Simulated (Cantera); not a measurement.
Mixture: CH₄ : O₂ : N₂ : H₂ = 1 : 4.76 : 17.9 : 1.5 (molar parts), equivalence ratio 0.58, at 1800000 Pa, adiabatic and at constant volume. Ignition delay is the time to a rise of 400 K.

Detailed kinetics in Cantera: GRI-Mech 3.0 (53 species, 325 reactions). The pressure lies above the range GRI-Mech 3.0 was tuned for (to about 10 atm).

Task: Predict: delay at 1100 K; delay at 1200 K; delay at 1300 K; delay at 1400 K; delay at 1500 K; apparent activation energy between 1400 and 1500 K.

Result: 
| Quantity | Result |
|---|---|
| delay at 1100 K | 1.33 ms |
| delay at 1200 K | 0.198 ms |
| delay at 1300 K | 41.5 µs |
| delay at 1400 K | 14.6 µs |
| delay at 1500 K | 6.95 µs |
| apparent activation energy between 1400 and 1500 K | 130 kJ/mol |
